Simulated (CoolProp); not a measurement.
Aqueous potassium formate as a coolant, 15 % by mass, freezing at -8.0 °C, 1 atm.

Values from CoolProp's Melinder's fits for secondary coolants.

```json
[
 {"T (°C)": "-1.1", "cp (kJ/(kg K))": "3.615", "conductivity (W/(m K))": "0.540", "viscosity (mPa s)": "2.16", "Prandtl number": "14.5"},
 {"T (°C)": "2.3", "cp (kJ/(kg K))": "3.617", "conductivity (W/(m K))": "___", "viscosity (mPa s)": "1.96", "Prandtl number": "13.0"},
 {"T (°C)": "5.7", "cp (kJ/(kg K))": "3.619", "conductivity (W/(m K))": "0.549", "viscosity (mPa s)": "1.78", "Prandtl number": "11.7"},
 {"T (°C)": "9", "cp (kJ/(kg K))": "___", "conductivity (W/(m K))": "0.554", "viscosity (mPa s)": "1.63", "Prandtl number": "10.7"},
 {"T (°C)": "12.4", "cp (kJ/(kg K))": "3.624", "conductivity (W/(m K))": "0.558", "viscosity (mPa s)": "1.50", "Prandtl number": "___"},
 {"T (°C)": "15.8", "cp (kJ/(kg K))": "3.627", "conductivity (W/(m K))": "0.563", "viscosity (mPa s)": "1.38", "Prandtl number": "8.90"},
 {"T (°C)": "19.2", "cp (kJ/(kg K))": "3.630", "conductivity (W/(m K))": "0.568", "viscosity (mPa s)": "1.28", "Prandtl number": "___"},
 {"T (°C)": "22.5", "cp (kJ/(kg K))": "3.633", "conductivity (W/(m K))": "0.572", "viscosity (mPa s)": "1.19", "Prandtl number": "7.55"},
 {"T (°C)": "25.9", "cp (kJ/(kg K))": "3.636", "conductivity (W/(m K))": "0.576", "viscosity (mPa s)": "1.11", "Prandtl number": "6.98"},
 {"T (°C)": "29.3", "cp (kJ/(kg K))": "3.639", "conductivity (W/(m K))": "0.581", "viscosity (mPa s)": "1.03", "Prandtl number": "6.46"},
 {"T (°C)": "32.7", "cp (kJ/(kg K))": "3.642", "conductivity (W/(m K))": "0.585", "viscosity (mPa s)": "0.964", "Prandtl number": "6.00"},
 {"T (°C)": "36.1", "cp (kJ/(kg K))": "3.645", "conductivity (W/(m K))": "0.590", "viscosity (mPa s)": "0.903", "Prandtl number": "5.58"},
 {"T (°C)": "39.4", "cp (kJ/(kg K))": "3.648", "conductivity (W/(m K))": "0.594", "viscosity (mPa s)": "0.848", "Prandtl number": "5.21"}
]
```

**Question.** Fill in the missing entries.

**Answer.** 
- 2.3, conductivity (W/(m K)): 0.545
- 9, cp (kJ/(kg K)): 3.622
- 12.4, Prandtl number: 9.73
- 19.2, Prandtl number: 8.17
